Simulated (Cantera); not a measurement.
An isothermal, constant-pressure homogeneous reactor starts with 74.1 % CH4, 25.9 % H2O, at 1698 K and 5550 Torr.

Model: GRI-Mech 3.0 (53 species, 325 reactions), integrated in Cantera. GRI-Mech 3.0 stops at C3 and has no aromatics, soot or wall deposition, so with more carbon than oxygen in the feed, carbon stays in small species such as C2H2 where larger ones or solid carbon would form.

x: mole fraction; the columns are a selection and need not sum to one.

| t (s) | x CH4 | x H2O | x CH3 | x CO2 | x C2H4 | x O2 | x CH2O |
|---|---|---|---|---|---|---|---|
| 4.00e-6 | 0.740 | 0.259 | 0.000493 | <1e-12 | 1.20e-5 | <1e-12 | 5.50e-8 |
| 1.86e-5 | 0.737 | 0.259 | 0.000748 | 1.28e-11 | 0.000257 | <1e-12 | 9.04e-7 |
| 8.62e-5 | 0.719 | 0.258 | 0.00108 | 5.26e-9 | 0.00361 | 1.87e-12 | 6.64e-6 |
| 0.000400 | (withheld) | 0.246 | 0.00102 | (withheld) | (withheld) | 1.05e-11 | (withheld) |
| 0.00186 | 0.401 | 0.211 | 0.000569 | 1.65e-5 | 0.0186 | 4.45e-12 | 4.15e-6 |
| 0.00862 | 0.190 | 0.174 | 0.000275 | 0.000243 | 0.0242 | 1.67e-12 | 1.42e-6 |
| 0.0400 | 0.139 | (withheld) | 0.000207 | (withheld) | 0.0259 | 1.06e-12 | (withheld) |
| 0.186 | 0.136 | 0.0771 | 0.000193 | 0.00298 | 0.0212 | <1e-12 | 5.02e-7 |
| 0.862 | 0.127 | 0.0144 | 0.000173 | 0.000892 | 0.0157 | <1e-12 | 3.22e-7 |
| 4.00 | 0.124 | 5.39e-5 | 0.000166 | 3.59e-6 | 0.0144 | <1e-12 | 3.01e-7 |

Question: Some entries are withheld; supply them.

Answer: 
- 0.000400, x CH4: 0.622
- 0.000400, x CO2: 7.34e-7
- 0.000400, x C2H4: 0.0221
- 0.000400, x CH2O: 1.10e-5
- 0.0400, x H2O: 0.141
- 0.0400, x CO2: 0.00171
- 0.0400, x CH2O: 8.36e-7
